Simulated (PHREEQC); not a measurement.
Solution (70 °C): 45 mmol/kgw NH4HSO4. Closed to the air; pH follows from the charge balance.

Computed with PHREEQC (ion-association model, phreeqc.dat).

```json
[
 {"quantity": "pH", "before": "1.86", "after": "2.36"},
 {"quantity": "ionic strength (mol/kgw)", "before": "0.0729", "after": "0.0183"},
 {"quantity": "HSO4- (mol/kgw)", "before": "0.0283", "after": "0.00404"},
 {"quantity": "SO4-2 (mol/kgw)", "before": "0.0139", "after": "0.00467"}
]
```

Question: Which change was made?
A) diluted 5-fold with water
B) temperature from 70 to 10 °C
C) NH4HSO4 from 0.045 to 0.45 mol/kgw
D) NH4HSO4 replaced by Fe2(SO4)3 at the same molality
E) diluted 10-fold with water

Answer: A, diluted 5-fold with water

No solid was allowed to form. At this temperature some constants are extrapolated from 25 °C, and those without enthalpy data are left unchanged.
